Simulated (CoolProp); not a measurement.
Vapour-liquid equilibrium of CH2F2 (R32) (1) + R152A (2) at -17.05 °C; x and y are mole fractions of (1).

Model: multi-fluid Helmholtz-energy mixture model, Tillner-Roth 1997 and Outcalt 1996; pair parameters Bell 2016, in CoolProp.

Task: Give the bubble pressure and the first vapour's composition at x = 0.65, 0.8, 0.95. Is there an azeotrope?

Result: x = 0.65: 0.3412 MPa, y = 0.844; x = 0.8: 0.3884 MPa, y = 0.919; x = 0.95: 0.4366 MPa, y = 0.981. No azeotrope shows between x = 0.05 and 0.95.

The pair parameters rest on a limited set of measurements; away from them the model extrapolates.
